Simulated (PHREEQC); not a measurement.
Consider water at 25 °C with 0.0016 mol MnSO4, 3.2e-05 mol H3BO3 and 0.015 mol KBr per kg of water. Closed to the air; pH follows from the charge balance.

Computed with PHREEQC (ion-association model, wateq4f.dat).

This is a speciation only: nothing precipitates in the calculation.

Problem. Estimate the pH.

Solution. pH 6.66.

Problem. In which forms is S present?

Solution. SO4-2 87 %, MnSO4 7.8 %, KSO4- 5.2 % of the S.

Species that the database lacks are ignored.
